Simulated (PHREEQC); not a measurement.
**Buffer: speciation**

Make-up at 25 °C: 0.0037 mol/kgw H3BO3 and 0.013 mol/kgw Na2CO3. Closed to the air; pH follows from the charge balance.

All values are PHREEQC results (Pitzer model, pitzer.dat), not measurements.

Precipitation was switched off in this run.

### Question
Predict the pH.

### Answer
pH 10.44.

### Question
In which forms is B present?

### Answer
B(OH)4- 95 %, B(OH)3 4.9 % of the B.
